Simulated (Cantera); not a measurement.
**Carbon deposition, reforming and gasification: n-butane + CO2 + H2 + CH4**

Charge: 1 mol n-butane, 0.023 mol CO2, 0.58 mol H2, 0.00014 mol CH4, held at 51.0 Pa.

These are equilibrium values from Cantera (NASA tables, ideal gas, pure condensed phases), not measurements of a reactor. Candidate condensed phases: C, C6H6, C7H8, C8H18, H2O; 110 gas species. The numbers say what is thermodynamically allowed, not how fast it happens.

```csv
T (°C),log p H,log p H2,log p C3,log p C,log p C2,n C(graphite)
2302,-3.42,-3.92,-5.81,-6.34,-6.84,3.80
2327,-3.40,-3.97,-5.65,-6.20,-6.68,3.75
2352,-3.39,-4.03,-5.50,-6.07,-6.53,3.68
2377,-3.38,-4.10,-5.35,-5.93,-6.37,3.59
2402,-3.37,-4.16,-5.20,-5.80,-6.22,3.45
2427,-3.36,-4.23,-5.06,-5.67,-6.07,3.26
2452,-3.36,-4.30,-4.91,-5.55,-5.93,3.00
2477,-3.36,-4.38,-4.77,-5.42,-5.79,2.63
2502,-3.36,-4.46,-4.64,-5.30,-5.65,2.11
2527,-3.36,-4.55,-4.50,-5.18,-5.51,1.39
2552,-3.37,-4.64,-4.37,-5.06,-5.38,0.365
2577,-3.37,-4.72,-4.34,-4.98,-5.31,0
2602,-3.37,-4.79,-4.35,-4.91,-5.27,0
2627,-3.37,-4.86,-4.36,-4.85,-5.24,0
```
log p: log10 of the partial pressure in bar; n: condensed amount in mol.

From 2302 °C to 2552 °C the condensed part is C(graphite). From 2577 °C to 2627 °C nothing is condensed. The main C-bearing gas is C3 throughout.
